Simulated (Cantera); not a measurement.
Charge: 1 mol CaCO3, 0.68 mol CO2, at 0.00210 bar.

These are equilibrium values from Cantera (NASA tables, ideal gas, pure condensed phases), not measurements of a reactor. Candidate condensed phases: C, Ca, CaCO3, CaO; 15 gas species. The numbers say what is thermodynamically allowed, not how fast it happens.

log p: log10 of the partial pressure in bar; n: condensed amount in mol.

```csv
T (K),log p CO2,log p CO,log p O2,log p O,log p Ca,n CaO(s)
1575,-2.68,-4.92,-5.22,-7.58,(withheld),1.00
1675,-2.69,-4.55,-4.85,-6.89,(withheld),1.00
1775,-2.70,-4.23,-4.53,-6.29,(withheld),1.00
1875,-2.71,-3.95,-4.26,-5.75,(withheld),1.00
1975,-2.74,-3.71,-4.02,-5.27,(withheld),1.000
2075,-2.79,-3.50,-3.82,-4.84,(withheld),1.000
2175,-2.86,-3.33,-3.66,-4.47,(withheld),1.000
```

Task: Complete the blanks.

Result: 
- 1575, log p Ca: -13.45
- 1675, log p Ca: -12.07
- 1775, log p Ca: -10.84
- 1875, log p Ca: -9.73
- 1975, log p Ca: -8.74
- 2075, log p Ca: -7.84
- 2175, log p Ca: -7.01
